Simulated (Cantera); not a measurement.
Input: 1 mol AlI₃, 0.52 mol N₂O, 11 mol H₂, at 100 Torr.

Cantera equilibrium calculation (NASA polynomials, part measured and part estimated; ideal gas, pure solids and liquids). Candidate condensed phases: Al, AlI₃, AlN, Al₂O₃, H₂O, I₂; 41 gas species. Mutual solubility and eutectic melting of coexisting phases are not modelled. Condensed phases not in the tables: aluminium oxynitride. Rates play no part.

Problem. What share of the Al ends up in condensed phases as a function of T (K), at 1398, 1448, 1498, 1548, 1598, 1648, 1698, 1748, 1798, 1848, 1898, 1948, 1998, 2048?

Solution. 
| T (K) | Al condensed (%) | as |
|---|---|---|
| 1398 | 80.9 | AlN(s) + Al₂O₃(s) |
| 1448 | 81.5 | AlN(s) + Al₂O₃(s) |
| 1498 | 81.1 | AlN(s) + Al₂O₃(s) |
| 1548 | 78.3 | AlN(s) + Al₂O₃(s) |
| 1598 | 71.3 | AlN(s) + Al₂O₃(s) |
| 1648 | 58.7 | AlN(s) + Al₂O₃(s) |
| 1698 | 39.7 | AlN(s) + Al₂O₃(s) |
| 1748 | 34.7 | Al₂O₃(s) |
| 1798 | 34.6 | Al₂O₃(s) |
| 1848 | 34.6 | Al₂O₃(s) |
| 1898 | 34.6 | Al₂O₃(s) |
| 1948 | 34.6 | Al₂O₃(s) |
| 1998 | 34.5 | Al₂O₃(s) |
| 2048 | 34.4 | Al₂O₃(s) |
